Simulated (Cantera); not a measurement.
What does this Cantera script print?

```python
import numpy as np
import cantera as ct

gas_names = """
    B BH BH2 BH3 BN BO BO2 B2 B2O B2O2 B2O3 B3O3H3 H HBO HBO2 HNO HNO2 HNO3 HO2 H2 H2O H2O2 H3B3O6 N NH
    NH2 NH3 NH2OH NO NO2 NO3 N2 N2H2 N2H4 N2O O OH O2 O3
""".split()
cond_names = """
    B(b) B(L) BN(s) B2O3(L) B3O3H3(cr) H2O(s) H2O(L)
""".split()


# ... load() reads the species with a 1 bar reference pressure and builds the phases ...
atoms = {
    'borazine': {'B': 3, 'N': 3, 'H': 6},
    'H2O': {'H': 2, 'O': 1},
    'N2': {'N': 2},
}
top_T = {'BN(s)': 3200}  # K; cautious upper limits of use, not melting points


# ... equilibrate(T, P, feed) seeds the gas with the atoms and calls Mixture.equilibrate('TP', solver="vcs", rtol=1e-11, max_steps=5000) ...
results = []
feed = {'borazine': 1, 'H2O': 8.5, 'N2': 38}  # mol
P = 10000  # Pa
for T in [1250, 1350, 1450, 1550, 1650, 1750, 1850]:
    mix = equilibrate(T, P, feed)
    results.append((T, P, feed, dict(zip(mix.species_names, mix.species_moles))))

top = {s: max(r[3][s] / sum(r[3][g] for g in gas_names) for r in results) for s in gas_names}
cols = sorted((s for s in top if top[s] > 0.001), key=lambda s: -top[s])[:7]
seen = [c for c in cond_names if any(r[3].get(c, 0) > 1e-12 for r in results)]
print("log10 of partial pressures in bar; condensed amounts in mol")
print(f"{'T/K':>10s}" + "".join(f"{s[:9]:>10s}" for s in cols + seen))
for T, P, feed, n in results:
    ng = sum(n[g] for g in gas_names)
    print(f"{T:10.4g}" + "".join(f"{np.log10(max(n[s] / ng * P / 1e5, 1e-99)):10.3f}" for s in cols)
          + "".join(f"{n.get(c, 0):10.4g}" for c in seen))
```

Output:

```
log10 of partial pressures in bar; condensed amounts in mol
       T/K        N2        H2       H2O      HBO2      B2O3   B2O3(L)
      1250    -1.111    -1.833    -2.110    -3.839    -7.356     1.458
      1350    -1.112    -1.834    -2.120    -3.321    -6.153     1.374
      1450    -1.114    -1.835    -2.146    -2.888    -5.124     1.161
      1550    -1.118    -1.839    -2.204    -2.532    -4.235    0.7054
      1650    -1.124    -1.846    -2.296    -2.290    -3.553         0
      1750    -1.124    -1.846    -2.291    -2.299    -3.483         0
      1850    -1.124    -1.848    -2.286    -2.309    -3.424         0
```

Method: chemical equilibrium by Gibbs-energy minimisation in Cantera with the NASA 1993 tables (ideal gas, pure condensed phases). The feed counts by its element totals alone. Gases not in the tables: H3BO3.
